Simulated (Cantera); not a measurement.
A closed system holds: 1 mol Si3N4, 0.026 mol CO2, 130 mol N2, held at 902 °C and 0.100 bar.

These are equilibrium values from Cantera (NASA tables, ideal gas, pure condensed phases), not measurements of a reactor. Candidate condensed phases: C, Si, SiC, SiO2, Si2N2O, Si3N4; 34 gas species. Mutual solubility and eutectic melting of coexisting phases are not modelled. Equilibrium is a limit: real reactors are often held back by kinetics, nucleation or transport.

**Question.** What is the equilibrium state?

**Answer.** 
| Quantity | Value |
|---|---|
| x(N2) | 1.00 |
| n(C(graphite)) | 0.0260 mol |
| n(Si2N2O(s)) | 0.0520 mol |
| n(Si3N4(s)) | 0.965 mol |
| gas amount | 130.0 mol |
| log10 activity of Si(s) (absent) | -4.59 |
